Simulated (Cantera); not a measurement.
Feed: 1 mol FeS2, 0.086 mol H2S, 4.4 mol H2O, 0.054 mol SO2, at 1373.15 K and 0.133 bar.

Equilibrium computed with Cantera from the NASA thermochemical tables; the gas is ideal and each condensed phase is pure. Candidate condensed phases: Fe, FeO, Fe(OH)2, Fe(OH)3, FeS, FeSO4, FeS2, Fe2O3, Fe2(SO4)3, Fe3O4, H2O, H2SO4, S; 22 gas species. FeS: taken at fixed stoichiometry. Kinetics and transport are ignored.

Base state: H2O 0.765, H2 0.0709, SO2 0.0592, S2 0.0585, H2S 0.0445, S2O 0.000899, SO 0.000693, SH 0.000602 (mole fractions); condensed: FeS(s).

Problem. What changes in the equilibrium state with this change: pressure from 0.133 bar to 10.0 bar?

Solution. 
| species | before | after |
|---|---|---|
| H2O | 0.765 | 0.787 |
| H2S | 0.0445 | 0.0938 |
| SO2 | 0.0592 | 0.0591 |
| H2 | 0.0709 | 0.0220 |
| S2 | 0.0585 | 0.0361 |
| SO | 0.000693 | 0.000209 |
| SH | 0.000602 | 0.000263 |
| S2O | 0.000899 | 0.00184 |
| FeS(s), mol | 1.000 | 1.000 |
